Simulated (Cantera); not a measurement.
## Cu2O + CO (carbothermic reduction)

Charge: 1 mol Cu2O, 4.9 mol CO, held at 750 Torr.

Method: chemical equilibrium by Gibbs-energy minimisation in Cantera with the NASA 1993 tables (ideal gas, pure condensed phases). Candidate condensed phases: C, Cu, CuO, Cu2O; 15 gas species. Equilibrium is a limit: real reactors are often held back by kinetics, nucleation or transport.

```csv
T (°C),x CO,x Cu,x CO2,x Cu2,n Cu(l)
1150,0.796,2.09e-6,0.204,4.84e-10,2.00
1250,0.796,1.20e-5,0.204,5.46e-9,2.00
1350,0.796,5.55e-5,0.204,4.51e-8,2.00
1450,0.796,0.000213,0.204,2.88e-7,2.00
1550,0.795,0.000704,0.204,1.49e-6,2.00
1650,0.794,0.00204,0.204,6.42e-6,1.99
1750,0.792,0.00532,0.203,2.37e-5,1.97
1850,0.786,0.0126,0.201,7.71e-5,1.94
1950,0.774,0.0276,0.198,0.000224,1.86
2050,0.751,0.0563,0.192,0.000588,1.70
2150,0.709,0.108,0.182,0.00142,1.39
2250,0.637,0.197,0.163,0.00318,0.756
2350,0.569,0.282,0.144,0.00454,0
```
x: gas mole fraction; n: condensed amount in mol.

From 1150 °C to 2250 °C the condensed part is Cu(l). At 2350 °C nothing is condensed. The main Cu-bearing gas is Cu throughout.
